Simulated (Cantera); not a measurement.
A freely propagating, adiabatic, planar premixed flame of H2 : O2 : N2 = 1 : 0.263 : 0.921 (molar parts), equivalence ratio 1.9, unburnt at 475 K and 100.0 Torr; mixture-averaged transport, grid criteria slope 0.08 and curve 0.16, no radiation.

Computed with Cantera and the H2/O2 subset of GRI-Mech 3.0, which has no nitrogen chemistry. Burning velocities carry a grid error of a few per cent, more on coarse grids.

### Question
How do the results move with these cheaper or finer settings: unity-Lewis-number transport; multicomponent transport; multicomponent+Soret transport; grid criteria slope 0.5, curve 1; grid criteria slope 0.25, curve 0.5; grid criteria slope 0.03, curve 0.06?

### Answer
```
setting                               laminar burning velocity  thermal thickness  peak x(OH)  peak x(HO2)  grid points
------------------------------------  ------------------------  -----------------  ----------  -----------  -----------
as above                                              494 cm/s            5.62 mm     0.00588      7.37e-5          147
unity-Lewis-number transport                          297 cm/s            4.75 mm     0.00581      6.25e-5          132
multicomponent transport                              480 cm/s            5.64 mm     0.00587      7.36e-5          147
multicomponent+Soret transport                        463 cm/s            5.55 mm     0.00586      7.39e-5          147
grid criteria slope 0.5, curve 1                      595 cm/s            7.77 mm     0.00687      6.90e-5           48
grid criteria slope 0.25, curve 0.5                   524 cm/s            6.36 mm     0.00648      7.18e-5           78
grid criteria slope 0.03, curve 0.06                  487 cm/s            5.44 mm     0.00582      7.40e-5          322
```
Unity Lewis numbers drop preferential diffusion, which matters most where H2 and H carry the flame; Soret adds thermal diffusion.
